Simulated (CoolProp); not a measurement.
Computed with CoolProp (reference Helmholtz-energy equation of state, Lemmon 2006). It is a short technical equation, of lower accuracy than the large ones.

Problem. Give the vapour pressure (MPa), vapour density (kg/m³), surface tension (mN/m) of saturated neopentane at 124.65 °C.

Solution. 
```csv
T (°C),p (MPa),vapour density (kg/m³),surface tension (mN/m)
124.65,1.77,58.9,2.19
```

Surface tension comes from a separate correlation (Mulero 2014).
